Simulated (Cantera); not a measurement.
Input (Python, Cantera):

```python
import numpy as np
import cantera as ct

gas = ct.Solution("gri30.yaml")
gas.TPX = 1050, 120000, {'N2O': 1, 'H2': 0.029, 'N2': 8.8}
reactor = ct.IdealGasConstPressureReactor(gas, energy="off", clone=False)
net = ct.ReactorNet([reactor])
net.rtol, net.atol = 1e-08, 1e-18
show = ['N2O', 'H2', 'H', 'H2O', 'O', 'NO', 'OH']
times = np.geomspace(3e-05, 1, 10)

steps = ct.SolutionArray(gas, extra=["t"])
rows = []
print(f"{'t/s':>10s}{'T/K':>9s}{'P/Pa':>11s}" + "".join(f"{s:>11s}" for s in show))
for t in times:
    while net.time < t:
        t_next = net.step()
        steps.append(gas.state, t=t_next)
    rows.append([np.interp(t, steps.t, y) for y in (steps.T, steps.P, *steps(*show).X.T)])
    print(f"{t:10.3e}{rows[-1][0]:9.1f}{rows[-1][1]:11.4g}" + "".join(f"{x:11.3e}" for x in rows[-1][2:]))
rate = np.gradient(steps.T, steps.t)
print("integrator steps:", len(steps.t))
if steps.T.max() > steps.T[0] + 200:
    print(f"time of steepest temperature rise: {steps.t[rate.argmax()]:.4e} s")
gas.TPX = 1050, 120000, {'N2O': 1, 'H2': 0.029, 'N2': 8.8}
gas.equilibrate("TP")
print(f"equilibrium (TP): T = {gas.T:.1f} K  " + "  ".join(f"{s} {gas[s].X[0]:.3e}" for s in show))
```

Result:

```
       t/s      T/K       P/Pa        N2O         H2          H        H2O          O         NO         OH
 3.000e-05   1050.0    1.2e+05  1.017e-01  2.950e-03  5.383e-09  3.580e-09  2.913e-08  6.343e-10  5.498e-09
 9.543e-05   1050.0    1.2e+05  1.017e-01  2.950e-03  3.627e-08  8.485e-08  5.208e-08  4.909e-09  3.737e-08
 3.035e-04   1050.0    1.2e+05  1.017e-01  2.949e-03  1.607e-07  1.389e-06  5.863e-08  3.207e-08  1.661e-07
 9.655e-04   1050.0    1.2e+05  1.017e-01  2.934e-03  5.134e-07  1.588e-05  5.884e-08  2.183e-07  5.330e-07
 3.071e-03   1050.0    1.2e+05  1.016e-01  2.808e-03  1.263e-06  1.404e-04  6.486e-08  1.501e-06  1.365e-06
 9.769e-03   1050.0    1.2e+05  1.009e-01  2.109e-03  1.686e-06  8.374e-04  8.411e-08  6.568e-06  2.410e-06
 3.107e-02   1050.0    1.2e+05  9.942e-02  7.105e-04  5.216e-07  2.236e-03  1.009e-07  1.467e-05  2.182e-06
 9.884e-02   1050.0    1.2e+05  9.860e-02  8.697e-05  3.089e-08  2.861e-03  1.109e-07  2.404e-05  1.054e-06
 3.144e-01   1050.0    1.2e+05  9.792e-02  2.321e-06  6.790e-10  2.946e-03  1.099e-07  4.734e-05  7.034e-07
 1.000e+00   1050.0    1.2e+05  9.607e-02  2.386e-09  1.649e-10  2.946e-03  1.058e-07  1.273e-04  7.707e-07
integrator steps: 1218
equilibrium (TP): T = 1050.0 K  N2O 2.601e-09  H2 4.308e-12  H 1.547e-14  H2O 2.812e-03  O 1.333e-10  NO 2.760e-05  OH 3.225e-08
```

Model: GRI-Mech 3.0 (53 species, 325 reactions), integrated in Cantera. GRI-Mech 3.0 was tuned for natural gas; its chemistry of N2O as a main component is partial and can be far from experiment. The mechanism lacks the step 2 NO + O2 → 2 NO2, which can matter for NO2 below about 1400 K. The temperature is held fixed by assumption; the heat of reaction is taken as removed at once.
